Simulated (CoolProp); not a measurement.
A simple Rankine cycle with R114: condensing at 297.15 K, boiler at 1.27 MPa, turbine inlet 382.5 K, turbine efficiency 0.85, pump efficiency 0.6, no recuperator. Each further row changes one setting.

Computed with CoolProp (reference Helmholtz-energy equation of state, Platzer 1990). This equation is an older, rougher fit; its heat capacities, sound speeds and derivatives of the liquid may be far off and weren't checked against measurements.

| case | thermal efficiency (%) | net work (kJ/kg) | heat in (kJ/kg) | turbine exit temperature (K) | volume ratio over the turbine |
|---|---|---|---|---|---|
| as stated | 12.5 | 22.4 | 180 | 336.6 | 6.55 |
| turbine inlet 402.5 K | 12.4 | 24.4 | 197 | 357.5 | 6.32 |
| condensing temperature 289.15 K | 13.8 | 25.9 | 188 | 331.2 | 8.49 |
| boiler pressure 0.889 MPa | 10.4 | 19.2 | 185 | 347.9 | 4.34 |
| turbine efficiency 0.75 | 10.9 | 19.6 | 180 | 340.3 | 6.63 |
